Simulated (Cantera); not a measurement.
What does this Cantera script print?

```python
import numpy as np
import cantera as ct

gas = ct.Solution("gri30.yaml")
gas.TPX = 1750, 84000, {'NO': 1, 'N2': 16}
inlet = ct.Reservoir(gas, clone=True)

reactor = ct.IdealGasConstPressureReactor(gas, energy="off", clone=False)
exhaust = ct.Reservoir(gas, clone=True)
tau = [4.7, 2.1, 0.93, 0.41, 0.18, 0.082, 0.036, 0.016, 0.0071, 0.0032, 0.0014][0]
for a, b in ((inlet, reactor), (reactor, exhaust)):
    ct.MassFlowController(a, b, mdot=lambda t: reactor.mass / tau)
net = ct.ReactorNet([reactor])
show = ['NO', 'N2', 'NO2', 'O', 'N2O']

rows = []
print(f"{'tau/s':>10s}{'T/K':>9s}" + "".join(f"{s:>11s}" for s in show))
for tau in [4.7, 2.1, 0.93, 0.41, 0.18, 0.082, 0.036, 0.016, 0.0071, 0.0032, 0.0014]:
    net.initial_time = 0.0
    net.advance(30 * tau)
    before = gas.X
    net.advance(40 * tau)
    drift = np.max(np.abs(gas.X - before) / (gas.X + 1e-9))
    rows.append([gas.T, *gas[show].X, drift])
    print(f"{tau:10.3e}{gas.T:9.1f}" + "".join(f"{x:11.3e}" for x in gas[show].X))
```

Result:

```
     tau/s      T/K         NO         N2        NO2          O        N2O
 4.700e+00   1750.0  5.467e-02  9.432e-01  1.558e-05  4.266e-06  1.240e-06
 2.100e+00   1750.0  5.690e-02  9.421e-01  1.243e-05  3.290e-06  1.337e-06
 9.300e-01   1750.0  5.796e-02  9.416e-01  1.032e-05  2.698e-06  1.381e-06
 4.100e-01   1750.0  5.844e-02  9.414e-01  9.091e-06  2.368e-06  1.397e-06
 1.800e-01   1750.0  5.865e-02  9.413e-01  8.339e-06  2.172e-06  1.392e-06
 8.200e-02   1750.0  5.874e-02  9.412e-01  7.712e-06  2.014e-06  1.366e-06
 3.600e-02   1750.0  5.878e-02  9.412e-01  6.790e-06  1.786e-06  1.302e-06
 1.600e-02   1750.0  5.880e-02  9.412e-01  5.272e-06  1.411e-06  1.177e-06
 7.100e-03   1750.0  5.881e-02  9.412e-01  3.189e-06  8.914e-07  9.667e-07
 3.200e-03   1750.0  5.882e-02  9.412e-01  1.465e-06  4.520e-07  6.947e-07
 1.400e-03   1750.0  5.882e-02  9.412e-01  5.514e-07  2.094e-07  4.190e-07
```

Cantera simulation using GRI-Mech 3.0 (53 species, 325 reactions); the numbers are that mechanism's predictions, not measurements.
